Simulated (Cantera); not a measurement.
Standard-state values (1 bar) from the NASA 1993 polynomials, evaluated with Cantera. Values are per mole of reaction as written; species without (g) are pure solids or liquids, kept so even where they would boil at 1 bar. VN: taken at fixed stoichiometry.

**Question.** Between 998 and 2198 K, where is each reaction favourable under standard conditions?
- 4 N(g) + 2 V₂O₃ ⇌ 4 VN + 3 O₂(g)

**Answer.** 
- 4 N(g) + 2 V₂O₃ ⇌ 4 VN + 3 O₂(g): ΔG° is -251 kJ at 998 K and -103 kJ at 2198 K; it stays negative (K > 1). ΔH° is -410 kJ and ΔS° -140 J/K at 2198 K.
